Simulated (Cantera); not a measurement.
Input: 1 mol SiH₄, 0.0097 mol C₂H₂, 7 mol H₂, equilibrated at 1325 K and 140 Pa.

Equilibrium computed with Cantera from the NASA thermochemical tables; the gas is ideal and each condensed phase is pure. Candidate condensed phases: C, C₆H₆, C₇H₈, C₈H₁₈, Si, SiC; 87 gas species. Mutual solubility and eutectic melting of coexisting phases are not modelled. The numbers say what is thermodynamically allowed, not how fast it happens.

Base state: H₂ 1.000, H 4.37e-5 (mole fractions); condensed: Si(s) + SiC(s).

What changes in the equilibrium state with this change: temperature from 1325 K to 2223.15 K?


```tsv
species	before	after
H₂	1.000	0.760
H	4.37e-5	0.149
Si	6.74e-8	0.0875
Si₂C	<1e-9	0.00149
Si₂	<1e-9	0.000390
Si(s), mol	0.981	0
SiC(s), mol	0.0194	0
```
Gases not in the tables: Si₂H₆ and higher silanes.
